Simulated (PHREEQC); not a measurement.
Solution (20 °C): 0.2 mol/kgw HF, 0.21 mol/kgw NaOH and 0.017 mol/kgw NaCl. Closed to the air; pH follows from the charge balance.

All values are PHREEQC results (ion-association model, wateq4f.dat), not measurements.

```json
[
 {"quantity": "pH", "before": "12.02", "after": "1.97"},
 {"quantity": "ionic strength (mol/kgw)", "before": "0.215", "after": "0.0293"},
 {"quantity": "Na+ (mol/kgw)", "before": "0.215", "after": "0.0169"}
]
```

Problem. Which change was made?
(A) NaCl replaced by (CH3)4NCl at the same molality
(B) NaCl left out
(C) HF replaced by NaBF4 at the same molality
(D) NaOH left out
(E) NaCl from 0.017 to 0.17 mol/kgw

Solution. D, NaOH left out

No solid was allowed to form.
